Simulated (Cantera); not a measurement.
## SiCl4 + HCl + H2 (chlorosilane synthesis and conversion)

A closed system holds: 1 mol SiCl4, 5.9 mol HCl, 1.3 mol H2, equilibrated at 8250 Torr.

Equilibrium computed with Cantera from the NASA thermochemical tables; the gas is ideal and each condensed phase is pure. Candidate condensed phases: Si; 19 gas species. The tables' values for SiCl3 are old estimates; treat these amounts as uncertain. Rates play no part.

| T (°C) | log p HCl | log p H2 | log p SiCl4 | log p SiHCl3 | log p SiCl3 | log p SiCl2 | log p SiH2Cl2 |
|---|---|---|---|---|---|---|---|
| 302 | 0.90 | 0.24 | 0.13 | -5.36 | <-10 | <-10 | <-10 |
| 402 | 0.90 | 0.24 | 0.13 | -4.41 | -8.99 | <-10 | -10.16 |
| 502 | 0.90 | 0.24 | 0.13 | -3.72 | -7.22 | <-10 | -8.68 |
| 602 | 0.90 | 0.24 | 0.13 | -3.19 | -5.87 | -10.10 | -7.55 |
| 702 | 0.90 | 0.24 | 0.13 | -2.77 | -4.80 | -8.27 | -6.65 |
| 802 | 0.90 | 0.24 | 0.13 | -2.44 | -3.93 | -6.78 | -5.93 |
| 902 | 0.90 | 0.24 | 0.13 | -2.16 | -3.21 | -5.56 | -5.34 |
| 1002 | 0.90 | 0.24 | 0.12 | -1.93 | -2.61 | -4.53 | -4.85 |
| 1102 | 0.90 | 0.24 | 0.12 | -1.74 | -2.10 | -3.66 | -4.43 |
| 1202 | 0.90 | 0.23 | 0.11 | -1.58 | -1.67 | -2.93 | -4.08 |
log p: log10 of the partial pressure in bar; nothing condenses.

From 302 °C to 1202 °C nothing is condensed. The main Si-bearing gas is SiCl4 throughout.
